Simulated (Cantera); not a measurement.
A closed system holds: 1 mol SiO2, 4.2 mol HCl, 17 mol H2, equilibrated at 1848 K and 0.00390 bar.

Equilibrium computed with Cantera from the NASA thermochemical tables; the gas is ideal and each condensed phase is pure. Candidate condensed phases: H2O, Si, SiO2; 30 gas species. The tables hold silica as quartz up to 1696 K and as liquid above; real silica turns to tridymite and cristobalite and melts near 1996 K. Rates play no part.

Base state: H2 0.738, HCl 0.189, SiO 0.0321, H2O 0.0321, H 0.00729, Cl 0.00142, OH 2.33e-5 (mole fractions); condensed: SiO2(condensed).

What changes in the equilibrium state with this change: HCl from 4.2 to 33 mol?


| species | before | after |
|---|---|---|
| HCl | 0.189 | 0.636 |
| H2 | 0.738 | 0.313 |
| SiO | 0.0321 | 0.0195 |
| H2O | 0.0321 | 0.0195 |
| Cl | 0.00142 | 0.00733 |
| H | 0.00729 | 0.00475 |
| OH | 2.33e-5 | 2.17e-5 |
| SiO2(condensed), mol | 0.293 | 0 |

What changes in the equilibrium state with this change: H2 from 17 to 0.28 mol?


```csv
species,before,after
HCl,0.189,0.894
H2,0.738,0.0623
Cl,0.00142,0.0231
SiO,0.0321,0.00934
H2O,0.0321,0.00933
Cl2,5.10e-8,1.34e-5
H,0.00729,0.00212
OH,2.33e-5,2.34e-5
"SiO2(condensed), mol",0.293,0.957
```
